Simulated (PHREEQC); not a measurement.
Consider water at 25 °C with 0.2 mol NH3, 0.016 mol H3BO3 and 0.00027 mol Na2CO3 per kg of water. Closed to the air; pH follows from the charge balance.

The numbers come from PHREEQC with the ion-association model, wateq4f.dat.

Task: The ionic strength comes out as 0.0159 mol/kgw. What activity coefficients do OH-, H2BO3-, CO3-2, Na+, HCO3- get?

Result: OH- 0.88, H2BO3- 0.87, CO3-2 0.62, Na+ 0.88, HCO3- 0.89.

Precipitation was switched off in this run.
